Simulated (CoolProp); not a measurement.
Aqueous sodium chloride as a coolant, at 21 °C, 1 atm.

Values from CoolProp's Melinder's fits for secondary coolants.

```tsv
mass %	freezing point (°C)	cp (kJ/(kg K))	Prandtl number	density (kg/m³)	conductivity (W/(m K))
2.4	-1.4	___	6.86	___	0.598
5.7	-3.5	3.898	7.03	1039	0.595
8.9	-5.7	3.766	7.26	1062	0.591
12.1	-8.3	3.649	___	1086	0.588
15.4	-11.3	3.542	7.98	___	0.585
18.6	-14.8	3.449	8.52	___	0.581
21.9	-19.0	3.364	9.27	1163	0.577
```

Some entries are withheld; supply them.


- 2.4, cp (kJ/(kg K)): 4.053
- 2.4, density (kg/m³): 1015
- 12.1, Prandtl number: 7.56
- 15.4, density (kg/m³): 1111
- 18.6, density (kg/m³): 1136
